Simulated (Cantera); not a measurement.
Source: NASA polynomial tables (part measured, part estimated), evaluated in Cantera. Values are per mole of reaction as written; species without (g) are pure solids or liquids, kept so even where they would boil at 1 bar.

Task: Between 300 and 2050 K, where is each reaction favourable under standard conditions?
- 9 TiO(g) + 2 O₃(g) → 3 Ti₃O₅
- Ti₂O₃ + TiO₂ → Ti₃O₅

Result: 
- 9 TiO(g) + 2 O₃(g) → 3 Ti₃O₅: ΔG° is -7493 kJ at 300 K and -4147 kJ at 2050 K; it stays negative (K > 1). ΔH° is -7753 kJ and ΔS° -1759 J/K at 2050 K.
- Ti₂O₃ + TiO₂ → Ti₃O₅: ΔG° is 6 kJ at 300 K and -24 kJ at 2050 K; it changes sign between 550 and 700 K. ΔH° is 18 kJ and ΔS° 21 J/K at 2050 K.
